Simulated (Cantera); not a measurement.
Charge: 1 mol C3H8, 1 mol H2O, 30 mol H2, 0.21 mol NH3, held at 1500 Pa.

Equilibrium computed with Cantera from the NASA thermochemical tables; the gas is ideal and each condensed phase is pure. Candidate condensed phases: C, C6H6, C7H8, C8H18, H2O; 136 gas species. The numbers say what is thermodynamically allowed, not how fast it happens. All values below are at 1100 K.

Base state: H2 0.969, CO 0.0274, N2 0.00288, CH4 0.000506, H2O 3.57e-5 (mole fractions); condensed: C(graphite).

Task: What changes in the equilibrium state with this change: pressure from 1500 Pa to 30000 Pa?

Result: 
```
species             before     after
----------------  --------  --------
H2                   0.969     0.959
CO                  0.0274    0.0270
CH4               0.000506   0.00991
H2O                3.57e-5  0.000696
CO2                9.96e-7   1.93e-5
N2                 0.00288   0.00291
C(graphite), mol      1.98      1.67
```
